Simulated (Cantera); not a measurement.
An isothermal, constant-pressure homogeneous reactor starts with CH4 : N2 = 1 : 3.4 (molar parts), at 1350 K and 0.0267 bar.

Computed with Cantera and GRI-Mech 3.0 (53 species, 325 reactions). GRI-Mech 3.0 stops at C3 and has no aromatics, soot or wall deposition, so with more carbon than oxygen in the feed, carbon stays in small species such as C2H2 where larger ones or solid carbon would form. Radical loss at walls, strong at low pressure, is not modelled.

One state of this run: x CH4 = 0.104; x CH3 = 2.90e-5; x H = 2.13e-6; x C2H2 = 0.0499; x C2H4 = 0.000495; x H2 = 0.151. x: mole fraction; the columns are a selection and need not sum to one.

### Question
Which value of t (s) does it belong to?
A) 300
B) 38.0
C) 0.00124
D) 0.611

### Answer
A, 300
